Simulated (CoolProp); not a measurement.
Vapour-liquid equilibrium of R143a (1) + R1234yf (2) at 318 K; x and y are mole fractions of (1).

The numbers come from the multi-fluid Helmholtz-energy mixture model, Lemmon and Jacobsen 2000 and Lemmon 2022; pair parameters Bell 2016 in CoolProp.

```csv
x,bubble pressure (MPa),y at the bubble point,dew pressure at overall composition x (MPa),liquid density (mol/L)
0.05,1.196,0.076,1.180,8.930
0.125,1.265,0.180,1.228,9.003
0.2,1.333,0.275,1.279,9.077
0.275,1.401,0.362,1.333,9.151
0.35,1.467,0.443,1.391,9.227
0.425,?,0.519,1.452,9.304
0.5,1.600,0.590,1.517,9.381
0.575,1.667,0.658,1.586,9.460
0.65,1.734,0.723,1.659,?
0.725,1.801,0.786,1.735,9.620
0.8,1.868,0.846,1.816,9.702
0.875,1.936,?,1.901,9.784
0.95,2.005,0.962,1.990,9.867
```

Problem. Some entries are withheld; supply them.

Solution. 
- 0.425, bubble pressure (MPa): 1.534
- 0.65, liquid density (mol/L): 9.540
- 0.875, y at the bubble point: 0.905

No azeotrope shows between x = 0.05 and 0.95.

Pair parameters are fitted to limited data, so mixtures are less certain than the pure fluids.
